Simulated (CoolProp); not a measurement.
Vapour-liquid equilibrium of benzene (1) + ethylbenzene (2) at 39.95 °C; x and y are mole fractions of (1).

The numbers come from the multi-fluid Helmholtz-energy mixture model, Thol 2012 and Zhou 2012; pair parameters Bell 2016 in CoolProp.

```
x      bubble pressure, mixture model (MPa)  bubble pressure, Raoult's law (MPa)  y, mixture model  y, Raoult's law
-----  ------------------------------------  -----------------------------------  ----------------  ---------------
0.05                                    [?]                             0.003941               [?]            0.309
0.125                              0.005039                             0.005551             0.502            0.548
0.2                                0.006429                             0.007162             0.644            0.680
0.275                                   [?]                             0.008772             0.739            0.763
0.35                               0.009418                              0.01038             0.805            0.820
0.425                               0.01101                              0.01199             0.854            0.863
0.5                                     [?]                              0.01360             0.892            0.895
0.575                                   [?]                              0.01521             0.920            0.920
0.65                                0.01613                              0.01682             0.943            0.940
0.725                               0.01791                              0.01843             0.961            0.957
0.8                                     [?]                              0.02004             0.975            0.971
0.875                               0.02146                              0.02165               [?]            0.983
0.95                                0.02321                              0.02327             0.995            0.994
```

Q: Some entries are withheld; supply them.

A: 
- 0.05, bubble pressure, mixture model (MPa): 0.003716
- 0.05, y, mixture model: 0.266
- 0.275, bubble pressure, mixture model (MPa): 0.007889
- 0.5, bubble pressure, mixture model (MPa): 0.01267
- 0.575, bubble pressure, mixture model (MPa): 0.01438
- 0.8, bubble pressure, mixture model (MPa): 0.01969
- 0.875, y, mixture model: 0.986

The largest gap from Raoult's law is -10.2 % in bubble pressure, at x = 0.2. No azeotrope shows between x = 0.05 and 0.95.

Pair parameters are fitted to limited data, so mixtures are less certain than the pure fluids.
